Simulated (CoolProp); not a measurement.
Aqueous propylene glycol as a coolant, at 25 °C, 1 atm.

Computed with CoolProp (Melinder's fits for secondary coolants).

```json
[
 {"mass %": "4.5", "freezing point (°C)": "-1.1", "density (kg/m³)": "?", "cp (kJ/(kg K))": "4.134", "Prandtl number": "7.44", "viscosity (mPa s)": "1.05"},
 {"mass %": "11.1", "freezing point (°C)": "?", "density (kg/m³)": "1006", "cp (kJ/(kg K))": "4.072", "Prandtl number": "9.70", "viscosity (mPa s)": "1.30"},
 {"mass %": "17.7", "freezing point (°C)": "-6.1", "density (kg/m³)": "1011", "cp (kJ/(kg K))": "4.010", "Prandtl number": "12.7", "viscosity (mPa s)": "1.61"},
 {"mass %": "24.3", "freezing point (°C)": "-9.4", "density (kg/m³)": "?", "cp (kJ/(kg K))": "3.941", "Prandtl number": "16.7", "viscosity (mPa s)": "2.02"},
 {"mass %": "31", "freezing point (°C)": "-13.4", "density (kg/m³)": "?", "cp (kJ/(kg K))": "3.857", "Prandtl number": "22.4", "viscosity (mPa s)": "2.57"},
 {"mass %": "37.6", "freezing point (°C)": "-18.4", "density (kg/m³)": "1028", "cp (kJ/(kg K))": "3.761", "Prandtl number": "29.8", "viscosity (mPa s)": "3.28"},
 {"mass %": "44.2", "freezing point (°C)": "-24.9", "density (kg/m³)": "1032", "cp (kJ/(kg K))": "3.653", "Prandtl number": "39.5", "viscosity (mPa s)": "4.17"},
 {"mass %": "50.8", "freezing point (°C)": "?", "density (kg/m³)": "?", "cp (kJ/(kg K))": "3.535", "Prandtl number": "?", "viscosity (mPa s)": "5.27"},
 {"mass %": "57.4", "freezing point (°C)": "-44.6", "density (kg/m³)": "1039", "cp (kJ/(kg K))": "3.412", "Prandtl number": "68.3", "viscosity (mPa s)": "6.67"}
]
```

Problem. Complete the blanks.

Solution. 
- 4.5, density (kg/m³): 1001
- 11.1, freezing point (°C): -3.3
- 24.3, density (kg/m³): 1017
- 31, density (kg/m³): 1022
- 50.8, freezing point (°C): -33.4
- 50.8, density (kg/m³): 1036
- 50.8, Prandtl number: 51.9
